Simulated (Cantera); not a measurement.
Ignition delay

Mixture: 15.5 % CH3OH, 13.6 % O2, 70.9 % N2, equivalence ratio 1.7, at 1050 Torr, adiabatic and at constant pressure. Ignition delay is the time to a rise of 400 K.

Detailed kinetics in Cantera: GRI-Mech 3.0 (53 species, 325 reactions). GRI-Mech 3.0 was tuned for natural gas; its chemistry of methanol as a main component is partial and can be far from experiment.

```tsv
T0 (K)	delay (ms)
1175	10.3
1275	2.13
1375	0.575
1475	0.195
1575	0.0803
1675	0.0384
```

The apparent activation energy between 1475 and 1675 K is 170 kJ/mol.
